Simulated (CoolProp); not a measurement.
Saturation properties of dimethyl carbonate.

Values from CoolProp's reference Helmholtz-energy equation of state, Zhou 2011.

| T (K) | p (bar) | liquid density (kg/m³) | liquid cp (kJ/(kg K)) |
|---|---|---|---|
| 409.7 | 3.662 | 904.5 | 2.089 |
| 424 | 5.098 | 881.5 | 2.136 |
| 438.4 | 6.942 | 857.4 | 2.188 |
| 452.7 | 9.236 | 832.2 | 2.246 |
| 467 | 12.06 | 805.5 | 2.315 |
| 481.3 | 15.51 | 776.7 | 2.401 |
| 495.7 | 19.69 | 744.8 | 2.521 |
| 510 | 24.66 | 708.9 | 2.699 |

It boils at 363.3 K under 1 atm.
